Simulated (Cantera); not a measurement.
A closed system holds: 1 mol Si, 1.3 mol CO, 150 mol N2, at 1577 °C.

Cantera equilibrium calculation (NASA polynomials, part measured and part estimated; ideal gas, pure solids and liquids). Candidate condensed phases: C, Si, SiC, SiO2, Si2N2O, Si3N4; 34 gas species. Mutual solubility and eutectic melting of coexisting phases are not modelled. The numbers say what is thermodynamically allowed, not how fast it happens.

Task: Which condensed phases are stable at each of these points (P (Pa)): 10, 41, 160, 670, 2700, 11000, 45000, 180000, 740000, 3000000?

Result: 
```json
[
 {"P (Pa)": "10", "condensed phases": "SiC(s)", "Si condensed (%)": "5.0"},
 {"P (Pa)": "41", "condensed phases": "SiC(s)", "Si condensed (%)": "25.9"},
 {"P (Pa)": "160", "condensed phases": "SiC(s)", "Si condensed (%)": "41.5"},
 {"P (Pa)": "670", "condensed phases": "SiC(s)", "Si condensed (%)": "47.7"},
 {"P (Pa)": "2700", "condensed phases": "SiC(s)", "Si condensed (%)": "49.4"},
 {"P (Pa)": "11000", "condensed phases": "SiC(s)", "Si condensed (%)": "49.8"},
 {"P (Pa)": "45000", "condensed phases": "SiC(s) + Si2N2O(s)", "Si condensed (%)": "91.1"},
 {"P (Pa)": "180000", "condensed phases": "SiC(s) + Si2N2O(s)", "Si condensed (%)": "98.6"},
 {"P (Pa)": "740000", "condensed phases": "C(graphite) + Si2N2O(s)", "Si condensed (%)": "99.7"},
 {"P (Pa)": "3000000", "condensed phases": "C(graphite) + Si2N2O(s)", "Si condensed (%)": "99.9"}
]
```

From 0.000100 bar to 0.110 bar the condensed part is SiC(s). From 0.450 bar to 1.80 bar the condensed part is SiC(s) + Si2N2O(s). From 7.40 bar to 30.0 bar the condensed part is C(graphite) + Si2N2O(s).
